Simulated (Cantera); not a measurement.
Input (Python, Cantera) and output of one run.

```python
import numpy as np
import cantera as ct

gas_names = """
    C CH CH2 CH3 CH4 CN C2 C2H C2H2,acetylene C2H2,vinylidene C2H3,vinyl CH3CN C2H4 C2H5 C2H6 CCN CNC
    C2N2 C3 C3H3,propargyl C3H4,allene C3H4,propyne C3H4,cyclo- C3H5,allyl C3H6,propylene C3H6,cyclo-
    C3H7,n-propyl C3H7,i-propyl C3H8 C4 C4H2 C4H4,1,3-cyclo- C4H6,butadiene C4H6,2-butyne C4H6,cyclo-
    C4H8,1-butene C4H8,cis2-buten C4H8,tr2-butene C4H8,isobutene C4H8,cyclo- C4H9,n-butyl C4H9,i-butyl
    C4H9,s-butyl C4H9,t-butyl C4H10,isobutane C4H10,n-butane C4N2 C5 C5H6,1,3cyclo- C5H8,cyclo-
    C5H10,1-pentene C5H10,cyclo- C5H11,pentyl C5H11,t-pentyl C5H12,n-pentane C5H12,i-pentane
    CH3C(CH3)2CH3 C6H2 C6H5,phenyl C6H6 C6H10,cyclo- C6H12,1-hexene C6H12,cyclo- C6H13,n-hexyl
    C7H7,benzyl C7H8 C7H14,1-heptene C7H15,n-heptyl C7H16,n-heptane C8H8,styrene C8H10,ethylbenz
    C8H16,1-octene C8H17,n-octyl C8H18,isooctane C8H18,n-octane C9H19,n-nonyl C10H8,naphthale
    C10H21,n-decyl C12H9,o-bipheny C12H10,bipheny H HCN HCCN HNC H2 N NH NH2 NH3 N2 N2H2 N2H4
""".split()
cond_names = """
    C(gr) C6H6(L) C7H8(L) C8H18(L),n-octa
""".split()


def load(file, names, dense=False):
    # The tables refer to 1 bar. Condensed volumes are neglected.
    table = {s.name: s for s in ct.Species.list_from_file(file)}
    out = []
    for n in names:
        d = dict(table[n].input_data)
        d["thermo"] = dict(d["thermo"], **{"reference-pressure": 1e5})
        if dense:
            d["equation-of-state"] = {"model": "constant-volume", "density": "1e6 g/cm^3"}
        out.append(ct.Species.from_dict(d))
    return out


gas = ct.Solution(thermo="ideal-gas", species=load("nasa_gas.yaml", gas_names))
cond = {s.name: ct.Solution(thermo="fixed-stoichiometry", species=[s], name=s.name)
        for s in load("nasa_condensed.yaml", cond_names, dense=True)}
atoms = {
    'C3H8': {'C': 3, 'H': 8},
    'H2': {'H': 2},
    'N2': {'N': 2},
}
top_T = {'C(gr)': 4500}  # K; cautious upper limits of use, not melting points


def equilibrate(T, P, feed):
    n = {}
    for name, mol in feed.items():
        for a, k in atoms[name].items():
            n[a] = n.get(a, 0.0) + k * mol
    gas.TPX = T, P, n
    mass = sum(n.values()) * gas.mean_molecular_weight
    gas.equilibrate("TP")
    valid = [c for c in cond.values() if c.min_temp <= T <= top_T.get(c.name, c.max_temp)]
    mix = ct.Mixture([(gas, mass / gas.mean_molecular_weight)] + [(c, 0.0) for c in valid])
    mix.T, mix.P = T, P
    mix.equilibrate("TP", solver="vcs", rtol=1e-11, max_steps=5000)
    return mix


results = []
feed = {'C3H8': 1, 'H2': 7.8, 'N2': 3}  # mol
T = 900  # K
P = 160  # Pa
mix = equilibrate(T, P, feed)
results.append((T, P, feed, dict(zip(mix.species_names, mix.species_moles))))
x = sorted(zip(gas.X, gas.species_names), reverse=True)
print(f"T = {T:g} K  P = {P:g} Pa  gas = {mix.phase_moles(0):.4g} mol")
print("   x: " + "  ".join(f"{s} {v:.3e}" for v, s in x if v > 0.0001))
print("   condensed (mol): " + ("  ".join(f"{mix.phase(i).name} {mix.phase_moles(i):.4g}"
      for i in range(1, mix.n_phases) if mix.phase_moles(i) > 1e-12) or "none"))
```

Result:

```
T = 900 K  P = 160 Pa  gas = 14.8 mol
   x: H2 7.969e-01  N2 2.028e-01  CH4 3.171e-04
   condensed (mol): C(gr) 2.995
```

Equilibrium computed with Cantera from the NASA thermochemical tables; the gas is ideal and each condensed phase is pure.
